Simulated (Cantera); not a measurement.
What does this Cantera script print?

```python
import numpy as np
import cantera as ct

gas = ct.Solution("gri30.yaml")
gas.TPX = 1348, 1000000, {'CH4': 1, 'O2': 3.33, 'N2': 12.5}
reactor = ct.IdealGasReactor(gas, energy="on", clone=False)
net = ct.ReactorNet([reactor])
net.rtol, net.atol = 1e-08, 1e-16
show = ['CH4', 'O2', 'NO', 'CH3', 'CH2O', 'N2O', 'CO2']
times = np.geomspace(8e-06, 2, 11)

steps = ct.SolutionArray(gas, extra=["t"])
rows = []
print(f"{'t/s':>10s}{'T/K':>9s}{'P/Pa':>11s}" + "".join(f"{s:>11s}" for s in show))
for t in times:
    while net.time < t:
        t_next = net.step()
        steps.append(gas.state, t=t_next)
    rows.append([np.interp(t, steps.t, y) for y in (steps.T, steps.P, *steps(*show).X.T)])
    print(f"{t:10.3e}{rows[-1][0]:9.1f}{rows[-1][1]:11.4g}" + "".join(f"{x:11.3e}" for x in rows[-1][2:]))
rate = np.gradient(steps.T, steps.t)
print("integrator steps:", len(steps.t))
if steps.T.max() > steps.T[0] + 200:
    print(f"time of steepest temperature rise: {steps.t[rate.argmax()]:.4e} s")
gas.TPX = 1348, 1000000, {'CH4': 1, 'O2': 3.33, 'N2': 12.5}
gas.equilibrate("UV")
print(f"equilibrium (UV): T = {gas.T:.1f} K  " + "  ".join(f"{s} {gas[s].X[0]:.3e}" for s in show))
```

Result:

```
       t/s      T/K       P/Pa        CH4         O2         NO        CH3       CH2O        N2O        CO2
 8.000e-06   1348.0      1e+06  5.942e-02  1.979e-01  2.458e-17  6.623e-07  7.225e-08  1.639e-12  1.973e-12
 2.773e-05   1348.0      1e+06  5.941e-02  1.979e-01  3.433e-16  3.448e-06  1.256e-06  1.758e-11  1.627e-10
 9.609e-05   1348.2      1e+06  5.935e-02  1.978e-01  8.415e-15  2.055e-05  3.062e-05  1.763e-10  2.253e-08
 3.330e-04   1353.4  1.004e+06  5.854e-02  1.973e-01  1.789e-13  4.631e-05  3.798e-04  1.879e-09  9.512e-07
 1.154e-03   2719.7  2.032e+06  6.509e-17  7.150e-02  1.288e-02  3.937e-16  5.802e-11  4.240e-06  5.414e-02
 4.000e-03   2709.6  2.024e+06  6.081e-17  6.909e-02  1.787e-02  3.593e-16  5.528e-11  4.316e-06  5.427e-02
 1.386e-02   2709.6  2.024e+06  6.080e-17  6.909e-02  1.787e-02  3.593e-16  5.528e-11  4.316e-06  5.427e-02
 4.804e-02   2709.6  2.024e+06  6.080e-17  6.909e-02  1.787e-02  3.593e-16  5.528e-11  4.316e-06  5.427e-02
 1.665e-01   2709.6  2.024e+06  6.080e-17  6.909e-02  1.787e-02  3.593e-16  5.528e-11  4.316e-06  5.427e-02
 5.771e-01   2709.6  2.024e+06  6.080e-17  6.909e-02  1.787e-02  3.593e-16  5.528e-11  4.316e-06  5.427e-02
 2.000e+00   2709.6  2.024e+06  6.080e-17  6.909e-02  1.787e-02  3.593e-16  5.528e-11  4.316e-06  5.427e-02
integrator steps: 2102
time of steepest temperature rise: 6.6074e-04 s
equilibrium (UV): T = 2709.6 K  CH4 8.485e-17  O2 6.909e-02  NO 1.787e-02  CH3 5.014e-16  CH2O 5.528e-11  N2O 4.316e-06  CO2 5.427e-02
```

Model: GRI-Mech 3.0 (53 species, 325 reactions), integrated in Cantera.
